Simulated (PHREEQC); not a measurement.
Solution (30 °C): 0.012 mol/kgw HF, 0.002 mol/kgw NH4F, 6.4e-05 mol/kgw (NH4)2SiF6 and 0.0017 mol/kgw HCl. Closed to the air; pH follows from the charge balance.

Equilibrium calculation in PHREEQC: ion-association model, wateq4f.dat.

No solid was allowed to form.

Q: Estimate the pH, ionic strength.

A: pH 2.61; ionic strength 0.00482 mol/kgw.

Q: In which forms is F present?

A: HF 73 %, F- 20 %, H2F2 3.3 %, SiF6-2 2.7 %, HF2- 1.6 % of the F.

SiF6-2 is the database's only silicon fluoride.
